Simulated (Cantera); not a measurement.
A closed system holds: 1 mol BF3, 100 mol H2, 1.3 mol N2, at 1523.15 K and 66.0 Pa.

These are equilibrium values from Cantera (NASA tables, ideal gas, pure condensed phases), not measurements of a reactor. Candidate condensed phases: B, BN; 31 gas species. The tables' values for BF2 are old estimates; treat these amounts as uncertain. Rates play no part.

### Question
What is the equilibrium state?

### Answer
```
Property                            Result
-------------------------------  ---------
x(H2)                                0.970
x(N2)                               0.0121
x(HF)                              0.00847
x(BF3)                             0.00501
x(BF2)                             0.00166
x(BF)                              0.00139
x(H)                              0.000888
x(BHF2)                           0.000509
n(BN(s))                         0.120 mol
gas amount                       102.6 mol
log10 activity of B(s) (absent)      -1.45
```
